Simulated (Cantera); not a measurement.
Cantera with NASA thermochemical tables; ideal gases at 1 bar, condensed phases pure. Values are per mole of reaction as written; species without (g) are pure solids or liquids, kept so even where they would boil at 1 bar. TaC: taken at fixed stoichiometry.

4 TaC + 2 CH₃(g) → 4 Ta + C₆H₆(g), with ΔH° = 365.4 kJ and ΔS° = -122.7 J/K at 300 K.

**Question.** How far is the shortcut ΔG° ≈ ΔH°(300 K) − T·ΔS°(300 K) from the full temperature-dependent value at 998, 1198, 1398, 1598, 1798, 1998, 2198, 2398, 2598 K?

**Answer.** 
```csv
T (K),shortcut (kJ),full (kJ),difference (kJ),difference in log10 K
998,487.9,501.2,-13.3,0.70
1198,512.4,530.5,-18.1,0.79
1398,537.0,559.8,-22.9,0.85
1598,561.5,589.1,-27.6,0.90
1798,586.1,618.3,-32.3,0.94
1998,610.6,647.5,-36.9,0.97
2198,635.2,676.8,-41.6,0.99
2398,659.7,706.1,-46.4,1.01
2598,684.2,735.4,-51.1,1.03
```
The shortcut ignores the heat-capacity change of the reaction.
